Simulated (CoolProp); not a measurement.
Saturation properties of R11 (Tc = 198.0 °C, pc = 4.408 MPa, ω = 0.189).

Values from CoolProp's reference Helmholtz-energy equation of state, Jacobsen 1992.

```json
[
 {"T (°C)": "5.85", "p (MPa)": "0.05136", "liquid density (kg/m³)": "1521", "vapour density (kg/m³)": "3.113", "liquid cp (kJ/(kg K))": "0.8637", "surface tension (mN/m)": "20.3", "liquid conductivity (mW/(m K))": "92.4"},
 {"T (°C)": "10.85", "p (MPa)": "0.06274", "liquid density (kg/m³)": "1509", "vapour density (kg/m³)": "3.749", "liquid cp (kJ/(kg K))": "0.8679", "surface tension (mN/m)": "19.6", "liquid conductivity (mW/(m K))": "90.9"},
 {"T (°C)": "15.85", "p (MPa)": "0.07604", "liquid density (kg/m³)": "1498", "vapour density (kg/m³)": "4.481", "liquid cp (kJ/(kg K))": "0.8722", "surface tension (mN/m)": "19.0", "liquid conductivity (mW/(m K))": "89.4"},
 {"T (°C)": "20.75", "p (MPa)": "0.09113", "liquid density (kg/m³)": "1486", "vapour density (kg/m³)": "5.303", "liquid cp (kJ/(kg K))": "0.8767", "surface tension (mN/m)": "18.4", "liquid conductivity (mW/(m K))": "88.0"},
 {"T (°C)": "25.75", "p (MPa)": "0.1089", "liquid density (kg/m³)": "1474", "vapour density (kg/m³)": "6.257", "liquid cp (kJ/(kg K))": "0.8815", "surface tension (mN/m)": "17.7", "liquid conductivity (mW/(m K))": "86.6"},
 {"T (°C)": "30.75", "p (MPa)": "0.1292", "liquid density (kg/m³)": "1463", "vapour density (kg/m³)": "7.339", "liquid cp (kJ/(kg K))": "0.8865", "surface tension (mN/m)": "17.1", "liquid conductivity (mW/(m K))": "85.2"},
 {"T (°C)": "35.75", "p (MPa)": "0.1523", "liquid density (kg/m³)": "1450", "vapour density (kg/m³)": "8.561", "liquid cp (kJ/(kg K))": "0.8918", "surface tension (mN/m)": "16.4", "liquid conductivity (mW/(m K))": "83.8"},
 {"T (°C)": "40.75", "p (MPa)": "0.1786", "liquid density (kg/m³)": "1438", "vapour density (kg/m³)": "9.934", "liquid cp (kJ/(kg K))": "0.8973", "surface tension (mN/m)": "15.8", "liquid conductivity (mW/(m K))": "82.4"},
 {"T (°C)": "45.65", "p (MPa)": "0.2075", "liquid density (kg/m³)": "1426", "vapour density (kg/m³)": "11.44", "liquid cp (kJ/(kg K))": "0.9030", "surface tension (mN/m)": "15.2", "liquid conductivity (mW/(m K))": "81.0"},
 {"T (°C)": "50.65", "p (MPa)": "0.2407", "liquid density (kg/m³)": "1413", "vapour density (kg/m³)": "13.15", "liquid cp (kJ/(kg K))": "0.9090", "surface tension (mN/m)": "14.6", "liquid conductivity (mW/(m K))": "79.6"},
 {"T (°C)": "55.65", "p (MPa)": "0.2777", "liquid density (kg/m³)": "1400", "vapour density (kg/m³)": "15.06", "liquid cp (kJ/(kg K))": "0.9153", "surface tension (mN/m)": "14.0", "liquid conductivity (mW/(m K))": "78.2"},
 {"T (°C)": "60.65", "p (MPa)": "0.3189", "liquid density (kg/m³)": "1387", "vapour density (kg/m³)": "17.17", "liquid cp (kJ/(kg K))": "0.9220", "surface tension (mN/m)": "13.4", "liquid conductivity (mW/(m K))": "76.9"},
 {"T (°C)": "65.65", "p (MPa)": "0.3646", "liquid density (kg/m³)": "1374", "vapour density (kg/m³)": "19.50", "liquid cp (kJ/(kg K))": "0.9290", "surface tension (mN/m)": "12.7", "liquid conductivity (mW/(m K))": "75.5"},
 {"T (°C)": "70.55", "p (MPa)": "0.4140", "liquid density (kg/m³)": "1361", "vapour density (kg/m³)": "22.03", "liquid cp (kJ/(kg K))": "0.9362", "surface tension (mN/m)": "12.2", "liquid conductivity (mW/(m K))": "74.2"}
]
```

It boils at 23.7 °C under 1 atm.

Thermal conductivity comes from a separate model (McLinden 2000), an estimate that may be off by 10 % or more. Surface tension comes from a separate correlation (Mulero 2012).
